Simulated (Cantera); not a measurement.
An adiabatic, constant-pressure homogeneous reactor starts with 10.6 % CH4, 1.49 % H2, 12.7 % O2, 75.2 % N2, at 1225 K and 0.770 bar.

Detailed kinetics in Cantera: GRI-Mech 3.0 (53 species, 325 reactions).

### Question
Predict: time of steepest temperature rise; temperature at 0.800 s; equilibrium temperature; x(H2) at 0.800 s; x(O2) at 0.800 s; x(H) at 0.800 s; x(NO) at 0.800 s; x(HCO) at 0.800 s.

### Answer
```
Quantity                                                            Result
---------------------------------  ---------------------------------------
time of steepest temperature rise                                  24.8 ms
temperature at 0.800 s                                              2204 K
equilibrium temperature                                             2204 K
x(H2) at 0.800 s                     0.0907 (gas-phase equilibrium 0.0907)
x(O2) at 0.800 s                   3.01e-6 (gas-phase equilibrium 3.01e-6)
x(H) at 0.800 s                    0.00199 (gas-phase equilibrium 0.00199)
x(NO) at 0.800 s                   4.55e-5 (gas-phase equilibrium 4.54e-5)
x(HCO) at 0.800 s                  2.81e-8 (gas-phase equilibrium 2.81e-8)
```
